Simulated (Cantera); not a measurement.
An adiabatic, constant-pressure homogeneous reactor starts with 19.2 % H2, 7.41 % O2, 73.3 % N2, equivalence ratio 1.3, at 1225 K and 5.90 bar.

Model: the H2/O2 subset of GRI-Mech 3.0, which has no nitrogen chemistry, integrated in Cantera. The hydrogen kinetics of GRI-Mech 3.0 are dated; newer H2 mechanisms differ, most at raised pressure.

### Question
Predict: time of steepest temperature rise; temperature at 3.00 s; equilibrium temperature; x(H2) at 3.00 s; x(O2) at 3.00 s; x(H2O2) at 3.00 s; x(H) at 3.00 s; x(H2O) at 3.00 s; x(HO2) at 3.00 s; x(OH) at 3.00 s.

### Answer
| Item | Result |
|---|---|
| time of steepest temperature rise | 21.7 µs |
| temperature at 3.00 s | 2280 K |
| equilibrium temperature | 2280 K |
| x(H2) at 3.00 s | 0.0476 (gas-phase equilibrium 0.0476) |
| x(O2) at 3.00 s | 6.57e-6 (gas-phase equilibrium 6.57e-6) |
| x(H2O2) at 3.00 s | 4.17e-9 (gas-phase equilibrium 4.17e-9) |
| x(H) at 3.00 s | 0.000788 (gas-phase equilibrium 0.000788) |
| x(H2O) at 3.00 s | 0.160 (gas-phase equilibrium 0.160) |
| x(HO2) at 3.00 s | 6.29e-9 (gas-phase equilibrium 6.29e-9) |
| x(OH) at 3.00 s | 0.000413 (gas-phase equilibrium 0.000413) |
